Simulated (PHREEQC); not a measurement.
# Copper plating or etch bath: speciation

Consider water at 20 °C with 0.23 mol/kgw Cu(NO3)2, 0.0049 mol/kgw HCl and 0.046 mol/kgw H3BO3. Closed to the air; pH follows from the charge balance.

Computed with PHREEQC (ion-association model, phreeqc.dat).

Precipitation was switched off in this run.

### Question
Predict the pH, specific conductance, density.

### Answer
pH 2.43; specific conductance 31300 µS/cm; density 1.034 g/cm³.

### Question
In which forms is Cl present?

### Answer
Cl- 90 %, CuCl+ 10.0 % of the Cl.
